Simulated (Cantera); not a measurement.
An isothermal plug-flow reactor at 1300 K and 2.60 bar (inlet), inlet velocity 2.7 m/s, active area per volume 1700 1/m; feed CH₄ : O₂ : N₂ : H₂O = 0.0055 : 0.15 : 0.79 : 0.0059 (molar parts).

Detailed kinetics in Cantera: Deutschmann's 1995 Pt surface mechanism with GRI-Mech 3.0 gas chemistry. Catalytic surfaces can have several steady states; this one follows from the mechanism file's or the stated starting coverage. Mass transfer to the wall is taken as infinitely fast.

Problem. Predict: x(CH₄) at z = 0.004 m; x(O₂) at z = 0.004 m; x(H₂O) at z = 0.004 m; x(CO₂) at z = 0.004 m; x(CO) at z = 0.004 m; θ(free Pt) at the exit; θ(O*) at the exit; θ(OH*) at the exit.

Solution. 
| Quantity | Result |
|---|---|
| x(CH₄) at z = 0.004 m | 0.00151 |
| x(O₂) at z = 0.004 m | 0.150 |
| x(H₂O) at z = 0.004 m | 0.0143 |
| x(CO₂) at z = 0.004 m | 0.00392 |
| x(CO) at z = 0.004 m | 4.69e-6 |
| θ(free Pt) at the exit | 0.425 |
| θ(O*) at the exit | 0.573 |
| θ(OH*) at the exit | 0.00189 |
